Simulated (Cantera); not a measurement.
A Cantera script and what it prints.

```python
import numpy as np
import cantera as ct

gas_names = [...]  # 95 gases of nasa_gas.yaml made of C, F, H
cond_names = """
    C(gr) C6H6(L) C7H8(L) C8H18(L),n-octa
""".split()


# ... load() reads the species with a 1 bar reference pressure and builds the phases ...
atoms = {
    'CHF3': {'C': 1, 'H': 1, 'F': 3},
    'H2': {'H': 2},
}
top_T = {'C(gr)': 4500}  # K; cautious upper limits of use, not melting points


# ... equilibrate(T, P, feed) seeds the gas with the atoms and calls Mixture.equilibrate('TP', solver="vcs", rtol=1e-11, max_steps=5000) ...
results = []
feed = {'CHF3': 1, 'H2': 0.41}  # mol
T = 2973  # K
P = 2  # Pa
mix = equilibrate(T, P, feed)
results.append((T, P, feed, dict(zip(mix.species_names, mix.species_moles))))
x = sorted(zip(gas.X, gas.species_names), reverse=True)
print(f"T = {T:g} K  P = {P:g} Pa  gas = {mix.phase_moles(0):.4g} mol")
print("   x: " + "  ".join(f"{s} {v:.3e}" for v, s in x if v > 0.001))
print("   condensed (mol): " + ("  ".join(f"{mix.phase(i).name} {mix.phase_moles(i):.4g}"
      for i in range(1, mix.n_phases) if mix.phase_moles(i) > 1e-12) or "none"))
```

Result:

```
T = 2973 K  P = 2 Pa  gas = 5.565 mol
   x: F 5.100e-01  H 3.020e-01  C 1.472e-01  HF 2.480e-02  C2 6.677e-03  C3 4.973e-03  CF 4.196e-03
   condensed (mol): none
```

Equilibrium computed with Cantera from the NASA thermochemical tables; the gas is ideal and each condensed phase is pure.
